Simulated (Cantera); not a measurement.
**Roasting and sulfation: FeS₂ + SO₂ + CO₂**

Feed: 1 mol FeS₂, 1.7 mol SO₂, 0.16 mol CO₂, held at 923 K and 0.0530 bar.

Method: chemical equilibrium by Gibbs-energy minimisation in Cantera with the NASA 1993 tables (ideal gas, pure condensed phases). Candidate condensed phases: C, Fe, Fe(CO)₅, FeO, FeS, FeSO₄, FeS₂, Fe₂O₃, Fe₂(SO₄)₃, Fe₃O₄, S; 25 gas species. FeS: taken at fixed stoichiometry. Gases not in the tables: S₃ to S₇. The numbers say what is thermodynamically allowed, not how fast it happens.

The x(SO₂) is 0.718 and the x(S₂) is 0.207. The x(CO₂) is 0.0677, the x(S₂O) is 0.00754 and the x(COS) is 9.41e-5. The x(CO) comes out as 8.46e-5. The x(SO) is 2.32e-5. The n(FeS(s)) is 1.00 mol and the gas amount is 2.356 mol. The log10 activity of S(l) (absent) comes out as -1.12 and the log10 activity of Fe(α) (absent) is -4.79. The log10 activity of FeSO₄(s) (absent) comes out as -5.91.
